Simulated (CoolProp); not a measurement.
Model: reference Helmholtz-energy equation of state, Eisenbach 2021, in CoolProp.

**Question.** For propylene glycol, give the phase and the density (kg/m³), cp (kJ/(kg K)), cv (kJ/(kg K)), expansivity (1/kK) at 13.05 °C and 0.0746 MPa; -33.35 °C and 0.259 MPa.

**Answer.** 
- 13.05 °C and 0.0746 MPa: liquid; density 1040, cp 2.42, cv 2.11, expansivity 0.722
- -33.35 °C and 0.259 MPa: liquid; density 1080, cp 2.10, cv 1.82, expansivity 0.697
